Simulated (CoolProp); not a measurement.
Vapour-liquid equilibrium of R1234yf (1) + R227EA (2) at 0.792 MPa; x and y are mole fractions of (1).

The numbers come from the multi-fluid Helmholtz-energy mixture model, Lemmon 2022 and Lemmon 2016; pair parameters Bell 2016 in CoolProp.

```tsv
x	bubble temperature, mixture model (°C)	bubble temperature, Raoult's law (°C)	y, mixture model	y, Raoult's law
0.05	43.6	43.6	0.066	0.070
0.2	41.3	41.3	?	0.266
0.35	39.0	39.0	0.417	0.439
0.5	36.9	36.9	?	0.593
0.65	34.9	34.8	?	0.731
0.8	32.9	32.9	0.843	0.855
0.95	31.0	31.0	0.963	0.966
```

Problem. Some entries are withheld; supply them.

Solution. 
- 0.2, y, mixture model: 0.250
- 0.5, y, mixture model: 0.571
- 0.65, y, mixture model: 0.713

The largest gap from Raoult's law is +0.1 K in bubble temperature, at x = 0.65. No azeotrope shows between x = 0.05 and 0.95.

Pair parameters are fitted to limited data, so mixtures are less certain than the pure fluids.
